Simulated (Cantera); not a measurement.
Carbothermic reduction: PbO + CH4 + H2

Feed: 1 mol PbO, 4.8 mol CH4, 11 mol H2, at 0.308 Torr.

Method: chemical equilibrium by Gibbs-energy minimisation in Cantera with the NASA 1993 tables (ideal gas, pure condensed phases). Candidate condensed phases: C, C6H6, C7H8, C8H18, H2O, Pb, PbO, PbO2, Pb3O4; 113 gas species. Kinetics and transport are ignored.

```tsv
T (K)	log p H2	log p H	log p CO	log p Pb	log p C2H2 (acetylene)	log p CH4	log p H2O	log p C2H	n C(graphite)	n Pb(l)
900	-3.41	-11.64	-4.72	-5.86	-13.66	-7.32	-7.75	<-15	3.80	0.928
1050	-3.43	-9.80	-4.74	-4.74	-11.81	-8.10	-8.91	<-15	3.80	0
1200	-3.43	-8.42	-4.74	-4.74	-10.42	-8.66	-9.75	<-15	3.80	0
1350	-3.43	-7.34	-4.74	-4.74	-9.33	-9.09	-10.41	<-15	3.80	0
1500	-3.43	-6.47	-4.74	-4.74	-8.47	-9.45	-10.93	-14.24	3.80	0
1650	-3.43	-5.76	-4.74	-4.74	-7.77	-9.74	-11.36	-12.46	3.80	0
1800	-3.44	-5.16	-4.74	-4.74	-7.19	-9.98	-11.73	-10.98	3.79	0
1950	-3.45	-4.67	-4.75	-4.75	-6.71	-10.22	-12.05	-9.73	3.78	0
2100	-3.49	-4.25	-4.77	-4.77	-6.34	-10.47	-12.36	-8.68	3.74	0
```
log p: log10 of the partial pressure in bar; n: condensed amount in mol.

At 900 K the condensed part is C(graphite) + Pb(l). From 1050 K to 2100 K the condensed part is C(graphite). The main Pb-bearing gas is Pb throughout.
